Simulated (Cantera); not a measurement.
What does this Cantera script print?

```python
import numpy as np
import cantera as ct

gas_names = """
    C CO COS CO2 CS CS2 C2 C2O C3 C3O2 C4 C5 Mg MgO MgS Mg2 O O2 O3 S SO SO2 SO3 S2 S2O S8
""".split()
cond_names = """
    C(gr) Mg(cr) Mg(L) MgCO3(s) MgO(s) MgO(L) MgS(s) MgSO4(s) MgSO4(L) S(cr1) S(cr2) S(L)
""".split()


# ... load() reads the species with a 1 bar reference pressure and builds the phases ...
atoms = {
    'MgSO4': {'Mg': 1, 'S': 1, 'O': 4},
    'CO2': {'C': 1, 'O': 2},
}
top_T = {'C(gr)': 4500, 'MgS(s)': 2250}  # K; cautious upper limits of use, not melting points


# ... equilibrate(T, P, feed) seeds the gas with the atoms and calls Mixture.equilibrate('TP', solver="vcs", rtol=1e-11, max_steps=5000) ...
results = []
feed = {'MgSO4': 1, 'CO2': 0.2}  # mol
P = 1000  # Pa
for T in [750, 850, 950, 1050, 1150, 1250, 1350, 1450, 1550, 1650, 1750, 1850]:
    mix = equilibrate(T, P, feed)
    results.append((T, P, feed, dict(zip(mix.species_names, mix.species_moles))))

top = {s: max(r[3][s] / sum(r[3][g] for g in gas_names) for r in results) for s in gas_names}
cols = sorted((s for s in top if top[s] > 0.0001), key=lambda s: -top[s])[:9]
seen = [c for c in cond_names if any(r[3].get(c, 0) > 1e-12 for r in results)]
print("log10 of partial pressures in bar; condensed amounts in mol")
print(f"{'T/K':>10s}" + "".join(f"{s[:9]:>10s}" for s in cols + seen))
for T, P, feed, n in results:
    ng = sum(n[g] for g in gas_names)
    print(f"{T:10.4g}" + "".join(f"{np.log10(max(n[s] / ng * P / 1e5, 1e-99)):10.3f}" for s in cols)
          + "".join(f"{n.get(c, 0):10.4g}" for c in seen))
```

Output:

```
log10 of partial pressures in bar; condensed amounts in mol
       T/K       CO2       SO2        O2       SO3         O        CO        SO    MgO(s)  MgSO4(s)
       750    -2.000    -7.995    -8.296   -10.176   -18.342   -12.996   -20.833 2.039e-07         1
       850    -2.000    -5.918    -6.219    -7.867   -15.239   -11.714   -17.315 2.445e-05         1
       950    -2.003    -4.288    -4.589    -6.057   -12.792   -10.702   -14.542  0.001056    0.9989
      1050    -2.076    -2.978    -3.279    -4.604   -10.814    -9.949   -12.303   0.02562    0.9744
      1150    -2.927    -2.237    -2.538    -3.912    -9.349    -9.950   -10.625         1         0
      1250    -2.928    -2.233    -2.534    -4.259    -8.427    -8.929    -9.524         1         0
      1350    -2.929    -2.232    -2.533    -4.555    -7.641    -8.059    -8.588         1         0
      1450    -2.929    -2.231    -2.532    -4.810    -6.963    -7.310    -7.782         1         0
      1550    -2.929    -2.231    -2.532    -5.032    -6.372    -6.659    -7.080         1         0
      1650    -2.930    -2.231    -2.532    -5.226    -5.853    -6.087    -6.464         1         0
      1750    -2.930    -2.231    -2.532    -5.397    -5.392    -5.583    -5.918         1         0
      1850    -2.933    -2.231    -2.532    -5.549    -4.981    -5.134    -5.432         1         0
```

These are equilibrium values from Cantera (NASA tables, ideal gas, pure condensed phases), not measurements of a reactor. Mutual solubility and eutectic melting of coexisting phases are not modelled.
